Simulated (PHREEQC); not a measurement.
**Acid mine or pickling water: an equilibrium model**

A made-up water analysis in mg/L, 25 °C, pH 2.98, pe 11.7:

| constituent | mg/L |
|---|---|
| Na | 699 |
| K | 111 |
| Ca | 451 |
| Mg | 251 |
| Cl | 849 |
| S(6) as SO4 | 2710 |
| O(0) (dissolved oxygen) | 3.13 |

Cl is adjusted to close the charge balance.
Valence states are taken as typed.

Model: ion-association model, wateq4f.dat, run in PHREEQC.

Each row changes one thing in this solution. Precipitation was switched off in this run.

| case | ionic strength (mol/kgw) | Na+ (mol/kgw) | SO4-2 (mol/kgw) | Ca+2 (mol/kgw) | Mg+2 (mol/kgw) | MgSO4 (mol/kgw) | SI of Gypsum (CaSO4:2H2O) | SI of Halite (NaCl) |
|---|---|---|---|---|---|---|---|---|
| as made | 0.0924 | 0.0295 | 0.0182 | 0.00731 | 0.00624 | 0.00413 | -0.11 | -4.98 |
| temperature from 25 to 5 °C at the same typed pH | 0.0980 | 0.0296 | 0.0198 | 0.00756 | 0.00730 | 0.00308 | -0.03 | -4.93 |
| all concentrations times 2 at the same typed pH | 0.174 | [?] | 0.0336 | 0.0136 | 0.0114 | [?] | [?] | -4.44 |

Problem. Some entries are withheld; supply them.

Solution. 
- all concentrations times 2 at the same typed pH, Na+ (mol/kgw): 0.0585
- all concentrations times 2 at the same typed pH, MgSO4 (mol/kgw): 0.00944
- all concentrations times 2 at the same typed pH, SI of Gypsum (CaSO4:2H2O): +0.25

Some of these states are supersaturated (in Gypsum, for instance). Away from 25 °C the constants follow the database's enthalpies or fits; those with neither stay at their 25 °C values.
